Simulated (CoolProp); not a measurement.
Vapour-liquid equilibrium of n-pentane (1) + benzene (2) at 14.85 °C; x and y are mole fractions of (1).

The numbers come from the multi-fluid Helmholtz-energy mixture model, Thol 2019 and Thol 2012; pair parameters Bell 2016 in CoolProp.

Give the bubble pressure and the first vapour's composition at x = 0.2, 0.5, 0.8. Is there an azeotrope?

x = 0.2: 0.02084 MPa, y = 0.688; x = 0.5: 0.03159 MPa, y = 0.848; x = 0.8: 0.04010 MPa, y = 0.939. No azeotrope shows between x = 0.05 and 0.95.

The pair parameters rest on a limited set of measurements; away from them the model extrapolates.
